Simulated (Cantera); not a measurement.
Standard-state values (1 bar) from the NASA 1993 polynomials, evaluated with Cantera. Values are per mole of reaction as written; species without (g) are pure solids or liquids, kept so even where they would boil at 1 bar.

2 Cr2O3 + 6 OH(g) = 4 CrO3(g) + 3 H2(g), with ΔH° = 862.4 kJ and ΔS° = 194.1 J/K at 300 K.

How far is the shortcut ΔG° ≈ ΔH°(300 K) − T·ΔS°(300 K) from the full temperature-dependent value at 2298, 2348, 2398, 2448, 2498 K?


```json
[
 {"T (K)": "2298", "shortcut (kJ)": "416.3", "full (kJ)": "549.6", "difference (kJ)": "-133.3", "difference in log10 K": "3.03"},
 {"T (K)": "2348", "shortcut (kJ)": "406.6", "full (kJ)": "544.8", "difference (kJ)": "-138.2", "difference in log10 K": "3.07"},
 {"T (K)": "2398", "shortcut (kJ)": "396.9", "full (kJ)": "540.1", "difference (kJ)": "-143.2", "difference in log10 K": "3.12"},
 {"T (K)": "2448", "shortcut (kJ)": "387.2", "full (kJ)": "535.4", "difference (kJ)": "-148.2", "difference in log10 K": "3.16"},
 {"T (K)": "2498", "shortcut (kJ)": "377.5", "full (kJ)": "530.8", "difference (kJ)": "-153.3", "difference in log10 K": "3.21"}
]
```
The shortcut ignores the heat-capacity change of the reaction.
